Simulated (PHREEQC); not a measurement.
Solution (25 °C): 89 mmol/kgw MgCl2, 8.4 mmol/kgw NaHCO3 and 0.017 mmol/kgw H4SiO4. Closed to the air; pH follows from the charge balance.

All values are PHREEQC results (ion-association model, wateq4f.dat), not measurements.

This is a speciation only: nothing precipitates in the calculation.

Order these C species by the share of C that they hold, largest first: MgCO3, HCO3-, MgHCO3+, CO3-2, CO2.

HCO3- (70 %), MgHCO3+ (24 %), CO2 (2.8 %), MgCO3 (2.4 %), CO3-2 (0.34 %)

The pH is 7.59 and the ionic strength 0.271 mol/kgw. Saturation is exceeded, for instance for Magnesite (slow to form); the values hold only as long as no solid forms. Species that the database lacks are ignored.
